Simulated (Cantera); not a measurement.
Stirred combustor or abatement burner

A perfectly stirred reactor is fed with 8.91 % H₂, 8.57 % O₂, 82.3 % N₂, 0.258 % NO, at 10.0 bar; it is adiabatic with a 575 K inlet, and is followed from long to short residence time, starting on the burning branch (τ in s: 0.21, 0.1, 0.049, 0.024, 0.012, 0.0057, 0.0028, 0.0013, 0.00066, 0.00032, 0.00016, 7.6e-05).

Computed with Cantera and GRI-Mech 3.0 (53 species, 325 reactions). The hydrogen kinetics of GRI-Mech 3.0 are dated; newer H2 mechanisms differ, most at raised pressure. The mechanism lacks 2 NO + O2 → 2 NO2 and HONO, so NO2 and the effect of NO are under-described below about 1400 K.

```csv
τ (s),T (K),x H₂,x O₂,x NO,x H₂O₂,x H,x N₂O
0.21,1266,0.000155,0.0431,0.00241,5.08e-8,6.37e-8,4.53e-6
0.10,1265,0.000246,0.0431,0.00239,8.60e-8,1.33e-7,8.97e-6
0.049,1264,0.000389,0.0432,0.00237,1.42e-7,2.71e-7,1.58e-5
0.024,1263,0.000627,0.0433,0.00235,2.37e-7,5.54e-7,2.60e-5
0.012,1260,0.00103,0.0435,0.00230,4.02e-7,1.10e-6,4.07e-5
0.0057,1254,0.00185,0.0439,0.00224,8.18e-7,2.30e-6,6.41e-5
0.0028,1242,0.00352,0.0448,0.00214,2.11e-6,4.51e-6,9.78e-5
0.0013,1196,0.00995,0.0479,0.00193,1.10e-5,8.08e-6,0.000169
0.00066,575,0.0891,0.0857,0.00258,<1e-12,<1e-12,<1e-12
0.00032,575,0.0891,0.0857,0.00258,<1e-12,<1e-12,<1e-12
0.00016,575,0.0891,0.0857,0.00258,<1e-12,<1e-12,<1e-12
7.6e-5,575,0.0891,0.0857,0.00258,<1e-12,<1e-12,<1e-12
```
x: mole fraction; the columns are a selection and need not sum to one.
